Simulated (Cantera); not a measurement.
Input: 1 mol Al₂O₃, 0.011 mol Cl₂, 2.6 mol H₂, held at 7.50 Torr.

These are equilibrium values from Cantera (NASA tables, ideal gas, pure condensed phases), not measurements of a reactor. Candidate condensed phases: Al, AlCl₃, Al₂O₃, H₂O; 29 gas species. Condensed phases not in the tables: AlOCl. Equilibrium is a limit: real reactors are often held back by kinetics, nucleation or transport. All values below are at 525 °C.

Base state: H₂ 0.992, HCl 0.00843 (mole fractions); condensed: Al₂O₃(s).

Task: What changes in the equilibrium state with this change: Cl₂ from 0.011 to 0.031 mol?

Result: 
| species | before | after |
|---|---|---|
| H₂ | 0.992 | 0.976 |
| HCl | 0.00843 | 0.0236 |
| Al₂O₃(s), mol | 1.00 | 1.00 |
